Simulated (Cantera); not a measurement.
A Cantera script and what it prints.

```python
import numpy as np
import cantera as ct

gas_names = """
    AL ALN ALO ALO2 AL2 AL2O AL2O2 N NO NO2 NO3 N2 N2O O O2 O3
""".split()
cond_names = """
    AL(cr) AL(L) ALN(s) AL2O3(a) AL2O3(L)
""".split()


# ... load() reads the species with a 1 bar reference pressure and builds the phases ...
atoms = {
    'Al': {'AL': 1},
    'O2': {'O': 2},
    'N2': {'N': 2},
}
top_T = {'ALN(s)': 2750}  # K; cautious upper limits of use, not melting points


# ... equilibrate(T, P, feed) seeds the gas with the atoms and calls Mixture.equilibrate('TP', solver="vcs", rtol=1e-11, max_steps=5000) ...
results = []
feed = {'Al': 1, 'O2': 0.0023, 'N2': 48}  # mol
P = 24  # Pa
for T in [650, 750, 850, 950, 1050, 1150, 1250, 1350, 1450, 1550, 1650]:
    mix = equilibrate(T, P, feed)
    results.append((T, P, feed, dict(zip(mix.species_names, mix.species_moles))))

top = {s: max(r[3][s] / sum(r[3][g] for g in gas_names) for r in results) for s in gas_names}
cols = sorted((s for s in top if top[s] > 1e-05), key=lambda s: -top[s])[:9]
seen = [c for c in cond_names if any(r[3].get(c, 0) > 1e-12 for r in results)]
print("log10 of partial pressures in bar; condensed amounts in mol")
print(f"{'T/K':>10s}" + "".join(f"{s[:9]:>10s}" for s in cols + seen))
for T, P, feed, n in results:
    ng = sum(n[g] for g in gas_names)
    print(f"{T:10.4g}" + "".join(f"{np.log10(max(n[s] / ng * P / 1e5, 1e-99)):10.3f}" for s in cols)
          + "".join(f"{n.get(c, 0):10.4g}" for c in seen))
```

Output:

```
log10 of partial pressures in bar; condensed amounts in mol
       T/K        N2        AL      AL2O    ALN(s)  AL2O3(a)
       650    -3.620   -37.693   -47.379    0.9969  0.001533
       750    -3.620   -30.770   -38.455    0.9969  0.001533
       850    -3.620   -25.484   -31.647    0.9969  0.001533
       950    -3.620   -21.318   -26.288    0.9969  0.001533
      1050    -3.620   -17.951   -21.961    0.9969  0.001533
      1150    -3.620   -15.174   -18.397    0.9969  0.001533
      1250    -3.620   -12.846   -15.413    0.9969  0.001533
      1350    -3.620   -10.867   -12.879    0.9969  0.001533
      1450    -3.620    -9.164   -10.701    0.9968  0.001532
      1550    -3.620    -7.684    -8.810    0.9924  0.001431
      1650    -3.621    -6.385    -7.635     0.909         0
```

Cantera equilibrium calculation (NASA polynomials, part measured and part estimated; ideal gas, pure solids and liquids). Mutual solubility and eutectic melting of coexisting phases are not modelled.
